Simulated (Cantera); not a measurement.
A closed system holds: 1 mol Si₂H₆, 3.8 mol HCl, 3.4 mol H₂, at 0.730 bar.

Method: chemical equilibrium by Gibbs-energy minimisation in Cantera with the NASA 1993 tables (ideal gas, pure condensed phases). Candidate condensed phases: Si; 19 gas species. The feed counts by its element totals alone. The tables' values for SiCl₃ are old estimates; treat these amounts as uncertain. Kinetics and transport are ignored. All values below are at 1202 °C.

Base state: H₂ 0.782, HCl 0.115, SiCl₂ 0.0530, SiCl₄ 0.0190, SiCl₃ 0.0172, SiHCl₃ 0.0123, SiH₂Cl₂ 0.00125, SiH₃Cl 3.69e-5 (mole fractions); condensed: Si(s).

**Question.** What changes in the equilibrium state with this change: HCl from 3.8 to 0.32 mol?

**Answer.** 
| species | before | after |
|---|---|---|
| H₂ | 0.782 | 0.959 |
| HCl | 0.115 | 0.0362 |
| SiCl₂ | 0.0530 | 0.00430 |
| SiCl₄ | 0.0190 | 0.000125 |
| SiCl₃ | 0.0172 | 0.000398 |
| SiHCl₃ | 0.0123 | 0.000314 |
| SiH₂Cl₂ | 0.00125 | 0.000124 |
| SiH₃Cl | 3.69e-5 | 1.42e-5 |
| Si(s), mol | 0.993 | 1.96 |

**Question.** What changes in the equilibrium state with this change: H₂ from 3.4 to 7 mol?

**Answer.** 
| species | before | after |
|---|---|---|
| H₂ | 0.782 | 0.828 |
| HCl | 0.115 | 0.102 |
| SiCl₂ | 0.0530 | 0.0394 |
| SiCl₄ | 0.0190 | 0.0105 |
| SiCl₃ | 0.0172 | 0.0111 |
| SiHCl₃ | 0.0123 | 0.00812 |
| SiH₂Cl₂ | 0.00125 | 0.000981 |
| SiH₃Cl | 3.69e-5 | 3.46e-5 |
| H | 1.34e-5 | 1.38e-5 |
| Si(s), mol | 0.993 | 1.06 |
